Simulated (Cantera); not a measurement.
Thermodynamics of abatement and gas-phase synthesis, feed SO₂ + H₂

A closed system holds: 1 mol SO₂, 0.21 mol H₂, at 0.0133 bar.

Method: chemical equilibrium by Gibbs-energy minimisation in Cantera with the NASA 1993 tables (ideal gas, pure condensed phases). Candidate condensed phases: H₂O, H₂SO₄, S; 19 gas species. Kinetics and transport are ignored.

From 2200 K to 2950 K nothing is condensed.

```
T (K)  log p SO₂  log p SO  log p O  log p H₂O  log p H  log p S  log p O₂  log p OH  log p H₂
-----  ---------  --------  -------  ---------  -------  -------  --------  --------  --------
2200       -2.03     -2.82    -4.89      -2.75    -3.93    -4.14     -4.65     -4.17     -3.37
2275       -2.04     -2.78    -4.50      -2.77    -3.76    -4.08     -4.27     -3.96     -3.38
2350       -2.06     -2.75    -4.15      -2.79    -3.60    -4.00     -3.93     -3.77     -3.39
2425       -2.08     -2.70    -3.83      -2.83    -3.44    -3.91     -3.65     -3.60     -3.39
2500       -2.11     -2.65    -3.56      -2.89    -3.30    -3.79     -3.43     -3.47     -3.39
2575       -2.16     -2.60    -3.32      -2.96    -3.16    -3.65     -3.27     -3.37     -3.40
2650       -2.22     -2.55    -3.11      -3.07    -3.04    -3.50     -3.14     -3.30     -3.43
2725       -2.30     -2.51    -2.92      -3.21    -2.94    -3.35     -3.06     -3.26     -3.47
2800       -2.40     -2.48    -2.77      -3.38    -2.86    -3.21     -3.00     -3.25     -3.55
2875       -2.52     -2.47    -2.63      -3.60    -2.80    -3.07     -2.98     -3.27     -3.65
2950       -2.67     -2.47    -2.51      -3.85    -2.76    -2.95     -2.98     -3.33     -3.79
```
log p: log10 of the partial pressure in bar; nothing condenses.
